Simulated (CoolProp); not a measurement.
Aqueous ethylene glycol as a coolant, 57 % by mass, freezing at -46.3 °C, 1 atm.

Model: Melinder's fits for secondary coolants, in CoolProp.

| T (°C) | viscosity (mPa s) | Prandtl number | conductivity (W/(m K)) | cp (kJ/(kg K)) |
|---|---|---|---|---|
| -2.2 | 11.0 | 93.7 | 0.355 | 3.025 |
| 0.8 | 9.54 | 81.5 | 0.356 | 3.044 |
| 3.9 | 8.30 | 71.1 | 0.358 | 3.064 |
| 6.9 | 7.30 | 62.7 | 0.359 | 3.083 |
| 9.9 | 6.47 | 55.6 | 0.361 | 3.102 |
| 13 | 5.74 | 49.4 | 0.362 | 3.121 |
| 16 | 5.14 | 44.3 | 0.364 | 3.140 |
| 19.1 | 4.61 | 39.8 | 0.366 | 3.159 |
| 22.1 | 4.17 | 36.1 | 0.367 | 3.177 |
| 25.2 | 3.78 | 32.8 | 0.369 | 3.195 |
| 28.2 | 3.46 | 30.0 | 0.370 | 3.212 |
| 31.2 | 3.17 | 27.6 | 0.372 | 3.230 |
| 34.3 | 2.92 | 25.4 | 0.373 | 3.247 |
